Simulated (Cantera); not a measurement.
# SiCl4 + N2 + H2 + NH3 (silicon nitride deposition)

A closed system holds: 1 mol SiCl4, 14 mol N2, 1.6 mol H2, 0.34 mol NH3, held at 0.0130 bar.

Equilibrium computed with Cantera from the NASA thermochemical tables; the gas is ideal and each condensed phase is pure. Candidate condensed phases: NH4Cl, Si, Si3N4; 28 gas species. The tables' values for SiCl3 are old estimates; treat these amounts as uncertain. Equilibrium is a limit: real reactors are often held back by kinetics, nucleation or transport.

```
T (°C)   x N2  x HCl    x H2   x SiCl2  x SiCl4   x SiCl3  x SiHCl3     x Cl  n Si3N4(s)
------  -----  -----  ------  --------  -------  --------  --------  -------  ----------
777     0.784  0.152  0.0443   5.58e-6   0.0189   7.63e-5   5.71e-5  4.70e-8       0.222
827     0.784  0.155  0.0430   2.36e-5   0.0182  0.000176   7.42e-5  1.52e-7       0.226
877     0.783  0.157  0.0418   8.78e-5   0.0174  0.000374   9.40e-5  4.43e-7       0.229
927     0.782  0.159  0.0409  0.000290   0.0165  0.000740  0.000116  1.18e-6       0.230
977     0.782  0.160  0.0402  0.000859   0.0155   0.00136  0.000138  2.89e-6       0.229
1027    0.781  0.160  0.0400   0.00229   0.0139   0.00232  0.000158  6.55e-6       0.224
1077    0.780  0.158  0.0405   0.00543   0.0117   0.00356  0.000171  1.37e-5       0.211
1127    0.779  0.154  0.0422    0.0113  0.00865   0.00480  0.000168  2.63e-5       0.186
1177    0.778  0.145  0.0456    0.0203  0.00539   0.00547  0.000146  4.60e-5       0.147
1227    0.777  0.133  0.0508    0.0312  0.00277   0.00522  0.000110  7.33e-5      0.0976
```
x: gas mole fraction; n: condensed amount in mol.

From 777 °C to 1227 °C the condensed part is Si3N4(s). The main Si-bearing gas is SiCl4 at 777 °C and SiCl2 at 1227 °C. The share of Si in condensed phases is highest at 927 °C (69.0 %) and lowest at 1227 °C (29.3 %).
